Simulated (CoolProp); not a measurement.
Vapour-liquid equilibrium of carbon monoxide (1) + methane (2) at -161.25 °C; x and y are mole fractions of (1).

Model: multi-fluid Helmholtz-energy mixture model, Lemmon 2006 and Setzmann 1991; pair parameters Kunz 2012, in CoolProp.

**Question.** Give the bubble pressure and the first vapour's composition at x = 0.15, 0.65, 0.95. Is there an azeotrope?

**Answer.** x = 0.15: 2.910 bar, y = 0.678; x = 0.65: 8.449 bar, y = 0.934; x = 0.95: 11.36 bar, y = 0.988. No azeotrope shows between x = 0.05 and 0.95.

The pair parameters rest on a limited set of measurements; away from them the model extrapolates. The gap from Raoult's law changes sign with composition, which may be real or a fault of the pair parameters; it wasn't checked against measurements.
